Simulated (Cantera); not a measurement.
A perfectly stirred reactor is fed with 8.35 % CH3OH, 18.7 % O2, 70.3 % N2, 2.59 % H2O, equivalence ratio 0.67, at 101000 Pa; it is adiabatic with a 675 K inlet, and is followed from long to short residence time, starting on the burning branch (τ in s: 0.16, 0.048, 0.015, 0.0044, 0.0014, 0.00041, 0.00013, 3.9e-05, 1.2e-05).

Model: GRI-Mech 3.0 (53 species, 325 reactions), integrated in Cantera. GRI-Mech 3.0 was tuned for natural gas; its chemistry of methanol as a main component is partial and can be far from experiment.

Task: Predict: blow-out, bracketed by the residence times tried; x(CH3OH) at τ = 0.160 s; x(O2) at τ = 0.160 s; x(H2O) at τ = 0.160 s; x(HO2) at τ = 0.160 s; x(NO2) at τ = 0.160 s; x(CH3OH) at τ = 1.40 ms; x(O2) at τ = 1.40 ms; x(H2O) at τ = 1.40 ms; x(HO2) at τ = 1.40 ms; x(NO2) at τ = 1.40 ms.

Result: 
```
Quantity                                                                       Result
------------------------------------------------  -----------------------------------
blow-out, bracketed by the residence times tried  burning at 0.130 ms, out at 39.0 µs
x(CH3OH) at τ = 0.160 s                                                       8.42e-7
x(O2) at τ = 0.160 s                                                           0.0588
x(H2O) at τ = 0.160 s                                                           0.183
x(HO2) at τ = 0.160 s                                                         2.10e-6
x(NO2) at τ = 0.160 s                                                         4.21e-7
x(CH3OH) at τ = 1.40 ms                                                       2.80e-5
x(O2) at τ = 1.40 ms                                                           0.0618
x(H2O) at τ = 1.40 ms                                                           0.176
x(HO2) at τ = 1.40 ms                                                         1.32e-5
x(NO2) at τ = 1.40 ms                                                         1.41e-8
```
